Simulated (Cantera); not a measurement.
A perfectly stirred reactor is fed with H2 : O2 : N2 = 1 : 0.294 : 3.24 (molar parts), equivalence ratio 1.7, at 4.10 bar; it is adiabatic with a 425 K inlet, and is followed from long to short residence time, starting on the burning branch (τ in s: 0.45, 0.17, 0.066, 0.025, 0.0095, 0.0036, 0.0014, 0.00053, 0.0002, 7.7e-05, 2.9e-05, 1.1e-05).

Detailed kinetics in Cantera: GRI-Mech 3.0 (53 species, 325 reactions). The hydrogen kinetics of GRI-Mech 3.0 are dated; newer H2 mechanisms differ, most at raised pressure.

**Question.** What does this change do: N2 3.24 to 2.1 parts?

**Answer.** 
```tsv
quantity	before	after
blow-out, bracketed by the residence times tried	burning at 77.0 µs, out at 29.0 µs	burning at 11.0 µs, the shortest tried
x(H2) at τ = 0.450 s	0.0971	0.133
x(O2) at τ = 0.450 s	3.12e-5	1.53e-5
x(NO) at τ = 0.450 s	2.80e-8	2.30e-7
x(O) at τ = 0.450 s	3.29e-8	6.43e-8
x(HO2) at τ = 0.450 s	9.07e-8	2.10e-8
x(H2) at τ = 1.40 ms	0.0967	0.131
x(O2) at τ = 1.40 ms	0.000648	0.000332
x(NO) at τ = 1.40 ms	8.92e-7	2.72e-6
x(O) at τ = 1.40 ms	1.00e-5	1.70e-5
x(HO2) at τ = 1.40 ms	2.05e-6	8.28e-7
```

**Question.** What does this change do: pressure from 4.10 bar to 1.00 bar?

**Answer.** 
| quantity | before | after |
|---|---|---|
| blow-out, bracketed by the residence times tried | burning at 77.0 µs, out at 29.0 µs | burning at 0.200 ms, out at 77.0 µs |
| x(H2) at τ = 0.450 s | 0.0971 | 0.0967 |
| x(O2) at τ = 0.450 s | 3.12e-5 | 3.40e-5 |
| x(NO) at τ = 0.450 s | 2.80e-8 | 2.05e-7 |
| x(O) at τ = 0.450 s | 3.29e-8 | 3.88e-7 |
| x(HO2) at τ = 0.450 s | 9.07e-8 | 2.54e-8 |
| x(H2) at τ = 1.40 ms | 0.0967 | 0.0918 |
| x(O2) at τ = 1.40 ms | 0.000648 | 0.00102 |
| x(NO) at τ = 1.40 ms | 8.92e-7 | 2.09e-6 |
| x(O) at τ = 1.40 ms | 1.00e-5 | 9.54e-5 |
| x(HO2) at τ = 1.40 ms | 2.05e-6 | 8.89e-7 |
